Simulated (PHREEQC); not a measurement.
Solution (20 °C): 0.028 mol/kgw NaHCO3, 0.017 mol/kgw Na2SO4 and 0.0037 mol/kgw KCl. Closed to the air; pH follows from the charge balance.

Computed with PHREEQC (ion-association model, wateq4f.dat).

| Quantity | Value |
|---|---|
| pH | 8.12 |
| ionic strength | 0.0785 mol/kgw |
| total alkalinity | 28.0 meq/kg |

| species | molality | activity | log γ |
|---|---|---|---|
| Na+ | 0.0596 | 0.0476 | -0.098 |
| HCO3- | 0.0267 | 0.0214 | -0.095 |
| SO4-2 | 0.0151 | 0.00613 | -0.392 |
| Cl- | 0.00370 | 0.00290 | -0.106 |
| K+ | 0.00356 | 0.00279 | -0.106 |
| NaSO4- | 0.00176 | 0.00142 | -0.095 |
| NaHCO3 | 0.000563 | 0.000574 | 0.008 |

Precipitation was switched off in this run. Complexes and solids missing from the database can't appear.
